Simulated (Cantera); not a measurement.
## Equilibrium for silicon carbide growth: SiCl4 + H2 + C2H2

Input: 1 mol SiCl4, 87 mol H2, 0.018 mol C2H2, equilibrated at 29000 Pa.

Method: chemical equilibrium by Gibbs-energy minimisation in Cantera with the NASA 1993 tables (ideal gas, pure condensed phases). Candidate condensed phases: C, C6H6, C7H8, C8H18, Si, SiC; 109 gas species. Mutual solubility and eutectic melting of coexisting phases are not modelled. The tables' values for SiCl, SiCl3 are old estimates; treat these amounts as uncertain. Gases not in the tables: Si2H6 and higher silanes. The numbers say what is thermodynamically allowed, not how fast it happens.

```json
[
 {"T (K)": "1375", "log p H2": "-0.55", "log p HCl": "-2.00", "log p H": "-5.74", "log p Si": "-9.39", "log p SiCl2": "-2.99", "log p SiH": "-8.91", "n Si(s)": "0.550", "n SiC(s)": "0.0355", "n Si(l)": "0"},
 {"T (K)": "1450", "log p H2": "-0.56", "log p HCl": "-1.99", "log p H": "-5.30", "log p Si": "-8.51", "log p SiCl2": "-2.94", "log p SiH": "-8.19", "n Si(s)": "0.559", "n SiC(s)": "0.0355", "n Si(l)": "0"},
 {"T (K)": "1525", "log p H2": "-0.56", "log p HCl": "-1.99", "log p H": "-4.90", "log p Si": "-7.72", "log p SiCl2": "-2.91", "log p SiH": "-7.54", "n Si(s)": "0.555", "n SiC(s)": "0.0356", "n Si(l)": "0"},
 {"T (K)": "1600", "log p H2": "-0.56", "log p HCl": "-1.99", "log p H": "-4.54", "log p Si": "-7.01", "log p SiCl2": "-2.88", "log p SiH": "-6.95", "n Si(s)": "0.547", "n SiC(s)": "0.0356", "n Si(l)": "0"},
 {"T (K)": "1675", "log p H2": "-0.56", "log p HCl": "-1.99", "log p H": "-4.21", "log p Si": "-6.36", "log p SiCl2": "-2.87", "log p SiH": "-6.42", "n Si(s)": "0.537", "n SiC(s)": "0.0356", "n Si(l)": "0"},
 {"T (K)": "1750", "log p H2": "-0.56", "log p HCl": "-1.98", "log p H": "-3.91", "log p Si": "-5.82", "log p SiCl2": "-2.89", "log p SiH": "-5.98", "n Si(s)": "0", "n SiC(s)": "0.0356", "n Si(l)": "0.559"},
 {"T (K)": "1825", "log p H2": "-0.56", "log p HCl": "-1.98", "log p H": "-3.63", "log p Si": "-5.34", "log p SiCl2": "-2.92", "log p SiH": "-5.59", "n Si(s)": "0", "n SiC(s)": "0.0355", "n Si(l)": "0.584"},
 {"T (K)": "1900", "log p H2": "-0.56", "log p HCl": "-1.97", "log p H": "-3.38", "log p Si": "-4.90", "log p SiCl2": "-2.95", "log p SiH": "-5.24", "n Si(s)": "0", "n SiC(s)": "0.0353", "n Si(l)": "0.603"},
 {"T (K)": "1975", "log p H2": "-0.56", "log p HCl": "-1.96", "log p H": "-3.14", "log p Si": "-4.49", "log p SiCl2": "-2.98", "log p SiH": "-4.91", "n Si(s)": "0", "n SiC(s)": "0.0349", "n Si(l)": "0.612"},
 {"T (K)": "2050", "log p H2": "-0.56", "log p HCl": "-1.96", "log p H": "-2.92", "log p Si": "-4.11", "log p SiCl2": "-3.01", "log p SiH": "-4.61", "n Si(s)": "0", "n SiC(s)": "0.0338", "n Si(l)": "0.606"},
 {"T (K)": "2125", "log p H2": "-0.56", "log p HCl": "-1.96", "log p H": "-2.72", "log p Si": "-3.76", "log p SiCl2": "-3.04", "log p SiH": "-4.33", "n Si(s)": "0", "n SiC(s)": "0.0308", "n Si(l)": "0.574"},
 {"T (K)": "2200", "log p H2": "-0.56", "log p HCl": "-1.96", "log p H": "-2.53", "log p Si": "-3.43", "log p SiCl2": "-3.07", "log p SiH": "-4.07", "n Si(s)": "0", "n SiC(s)": "0.0233", "n Si(l)": "0.497"},
 {"T (K)": "2275", "log p H2": "-0.56", "log p HCl": "-1.96", "log p H": "-2.35", "log p Si": "-3.13", "log p SiCl2": "-3.10", "log p SiH": "-3.83", "n Si(s)": "0", "n SiC(s)": "0.00510", "n Si(l)": "0.342"},
 {"T (K)": "2350", "log p H2": "-0.57", "log p HCl": "-1.96", "log p H": "-2.19", "log p Si": "-2.84", "log p SiCl2": "-3.13", "log p SiH": "-3.60", "n Si(s)": "0", "n SiC(s)": "0", "n Si(l)": "0.0505"}
]
```
log p: log10 of the partial pressure in bar; n: condensed amount in mol.

From 1375 K to 1675 K the condensed part is Si(s) + SiC(s). From 1750 K to 2275 K the condensed part is Si(l) + SiC(s). At 2350 K the condensed part is Si(l). The main Si-bearing gas is SiCl2 at 1375 K and Si at 2350 K. The share of Si in condensed phases is highest at 1975 K (64.7 %) and lowest at 2350 K (5.0 %).
